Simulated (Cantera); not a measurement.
Cantera run:

```python
import numpy as np
import cantera as ct

gas_names = """
    Electron AL AL+ AL- ALH ALO ALO+ ALO- ALOH ALOH+ ALOH- ALO2 ALO2- ALO2H AL2 AL2O AL2O+ AL2O2 AL2O2+
    H H+ H- HALO HO2 H2 H2+ H2- H2O H2O+ H2O2 H3O+ O O+ O- OH OH+ OH- O2 O2+ O2- O3
""".split()
cond_names = """
    AL(cr) AL(L) AL2O3(a) AL2O3(L) H2O(s) H2O(L)
""".split()


# ... load() reads the species with a 1 bar reference pressure and builds the phases ...
atoms = {
    'Al2O3': {'AL': 2, 'O': 3},
    'H2': {'H': 2},
}
top_T = {}  # K; cautious upper limits of use, not melting points


# ... equilibrate(T, P, feed) seeds the gas with the atoms and calls Mixture.equilibrate('TP', solver="vcs", rtol=1e-11, max_steps=5000) ...
results = []
feed = {'Al2O3': 1, 'H2': 0.11}  # mol
P = 21  # Pa
for T in [2500, 3000, 3500, 4000, 4500, 5000]:
    mix = equilibrate(T, P, feed)
    results.append((T, P, feed, dict(zip(mix.species_names, mix.species_moles))))

top = {s: max(r[3][s] / sum(r[3][g] for g in gas_names) for r in results) for s in gas_names}
cols = sorted((s for s in top if top[s] > 0.001), key=lambda s: -top[s])[:8]
seen = [c for c in cond_names if any(r[3].get(c, 0) > 1e-12 for r in results)]
print("log10 of partial pressures in bar; condensed amounts in mol")
print(f"{'T/K':>10s}" + "".join(f"{s[:9]:>10s}" for s in cols + seen))
for T, P, feed, n in results:
    ng = sum(n[g] for g in gas_names)
    print(f"{T:10.4g}" + "".join(f"{np.log10(max(n[s] / ng * P / 1e5, 1e-99)):10.3f}" for s in cols)
          + "".join(f"{n.get(c, 0):10.4g}" for c in seen))
```

Result:

```
log10 of partial pressures in bar; condensed amounts in mol
       T/K         H         O        AL       AL+  Electron        H2       ALO       H2O  AL2O3(L)
      2500    -3.836    -5.030    -5.074    -7.778    -7.805    -4.473    -5.432    -5.438    0.9926
      3000    -5.041    -3.936    -4.121    -6.211    -6.213    -8.479    -5.175   -10.120         0
      3500    -5.060    -3.927    -4.125    -5.413    -5.413    -9.663    -6.443   -12.562         0
      4000    -5.083    -3.949    -4.216    -4.848    -4.848   -10.572    -7.504   -14.442         0
      4500    -5.127    -3.992    -4.454    -4.485    -4.485   -11.331    -8.520   -15.984         0
      5000    -5.168    -4.033    -4.890    -4.311    -4.311   -11.953    -9.584   -17.240         0
```

Method: chemical equilibrium by Gibbs-energy minimisation in Cantera with the NASA 1993 tables (ideal gas, pure condensed phases). The tables' values for AlOH are old estimates; treat these amounts as uncertain.
